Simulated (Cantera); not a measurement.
Adiabatic ignition

An adiabatic, constant-volume homogeneous reactor starts with 9.51 % CH4, 19.0 % O2, 71.5 % N2, at 1300 K and 555 Torr.

Detailed kinetics in Cantera: GRI-Mech 3.0 (53 species, 325 reactions).

| t (s) | T (K) | P (bar) | x CH4 | x O2 | x H | x NO | x OH | x N2O | x H2 |
|---|---|---|---|---|---|---|---|---|---|
| 5.00e-6 | 1300 | 0.740 | 0.0951 | 0.190 | 1.72e-10 | <1e-12 | 8.24e-11 | <1e-12 | 5.00e-10 |
| 1.58e-5 | 1300 | 0.740 | 0.0951 | 0.190 | 1.89e-10 | <1e-12 | 1.33e-10 | <1e-12 | 1.90e-9 |
| 5.00e-5 | 1300 | 0.740 | 0.0951 | 0.190 | 2.46e-10 | <1e-12 | 3.32e-10 | <1e-12 | 7.21e-9 |
| 0.000158 | 1300 | 0.740 | 0.0951 | 0.190 | 4.85e-10 | <1e-12 | 1.26e-9 | 1.14e-12 | 3.49e-8 |
| 0.000500 | 1300 | 0.740 | 0.0951 | 0.190 | 2.00e-9 | <1e-12 | 5.93e-9 | 9.54e-12 | 3.14e-7 |
| 0.00158 | 1300 | 0.740 | 0.0950 | 0.190 | 1.09e-8 | <1e-12 | 2.70e-8 | 5.37e-11 | 5.26e-6 |
| 0.00500 | 1303 | 0.742 | 0.0945 | 0.190 | 4.22e-8 | <1e-12 | 7.74e-8 | 3.04e-10 | 6.74e-5 |
| 0.0158 | 2825 | 1.69 | <1e-12 | 0.0201 | 0.00958 | 0.0101 | 0.0210 | 7.18e-7 | 0.0192 |
| 0.0500 | 2823 | 1.69 | <1e-12 | 0.0198 | 0.00955 | 0.0108 | 0.0209 | 7.32e-7 | 0.0192 |
| 0.158 | 2823 | 1.69 | <1e-12 | 0.0198 | 0.00955 | 0.0108 | 0.0209 | 7.32e-7 | 0.0192 |
| 0.500 | 2823 | 1.69 | <1e-12 | 0.0198 | 0.00955 | 0.0108 | 0.0209 | 7.32e-7 | 0.0192 |
| 1.58 | 2823 | 1.69 | <1e-12 | 0.0198 | 0.00955 | 0.0108 | 0.0209 | 7.32e-7 | 0.0192 |
| 5.00 | 2823 | 1.69 | <1e-12 | 0.0198 | 0.00955 | 0.0108 | 0.0209 | 7.32e-7 | 0.0192 |
x: mole fraction; the columns are a selection and need not sum to one.

```
Property                                                             Value
---------------------------------  ---------------------------------------
time of steepest temperature rise                                  14.1 ms
temperature at 5.00 s                                               2823 K
equilibrium temperature                                             2823 K
x(CH4) at 5.00 s                     <1e-12 (gas-phase equilibrium <1e-12)
x(O2) at 5.00 s                      0.0198 (gas-phase equilibrium 0.0198)
x(H) at 5.00 s                     0.00955 (gas-phase equilibrium 0.00955)
```
